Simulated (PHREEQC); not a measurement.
Reverse-osmosis permeate (model solution)

Model water analysis in mg/L, 25 °C, pH 5.87, pe -0.6:

```json
[
 {"constituent": "Na", "mg/L": "8.81"},
 {"constituent": "K", "mg/L": "0.225"},
 {"constituent": "Ca", "mg/L": "3.68"},
 {"constituent": "Mg", "mg/L": "2.52"},
 {"constituent": "Cl", "mg/L": "10"},
 {"constituent": "S(6) as SO4", "mg/L": "4.49"},
 {"constituent": "Alkalinity as HCO3", "mg/L": "24.9"},
 {"constituent": "Mn(2)", "mg/L": "0.00459"}
]
```

Valence states are taken as typed.

All values are PHREEQC results (ion-association model, phreeqc.dat), not measurements.

No solid was allowed to form.

Question: Predict the charge-balance error.

Answer: charge-balance error -0.2 %.

Question: In which forms is S present?

Answer: SO4-2 97 %, MgSO4 1.8 %, CaSO4 1.2 % of the S.

Complexes and solids missing from the database can't appear.
